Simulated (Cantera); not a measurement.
A closed system holds: 1 mol SiCl4, 0.18 mol CH4, 1.9 mol H2, 0.12 mol C2H2, at 1048.15 K and 1000 Pa.

These are equilibrium values from Cantera (NASA tables, ideal gas, pure condensed phases), not measurements of a reactor. Candidate condensed phases: C, C6H6, C7H8, C8H18, Si, SiC; 109 gas species. The tables' values for SiCl3 are old estimates; treat these amounts as uncertain. Kinetics and transport are ignored.

Base state: H2 0.498, HCl 0.303, SiCl4 0.194, SiHCl3 0.00327, SiCl3 0.00146, SiCl2 0.000200, CH4 0.000145 (mole fractions); condensed: C(graphite) + SiC(s).

Q: What changes in the equilibrium state with this change: SiCl4 replaced by CH3SiH3?

A: 
```csv
species,before,after
H2,0.498,0.999
CH4,0.000145,0.000582
HCl,0.303,0
SiCl4,0.194,0
SiHCl3,0.00327,0
SiCl3,0.00146,0
SiCl2,0.000200,0
"C(graphite), mol",0.148,0.417
"SiC(s), mol",0.272,1.00
```
The feed counts by its element totals alone.
